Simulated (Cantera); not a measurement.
**Sublimation and decomposition of ceramics: ZrN + N2**

A closed system holds: 1 mol ZrN, 0.084 mol N2, at 1625 K and 263 Torr.

Cantera equilibrium calculation (NASA polynomials, part measured and part estimated; ideal gas, pure solids and liquids). Candidate condensed phases: Zr, ZrN; 4 gas species. ZrN: taken at fixed stoichiometry. Rates play no part.

The x(N2) comes out as 1.00 and the n(ZrN(s)) is 1.00 mol. The gas amount is 0.08400 mol and the log10 activity of Zr(β) (absent) is -6.69.
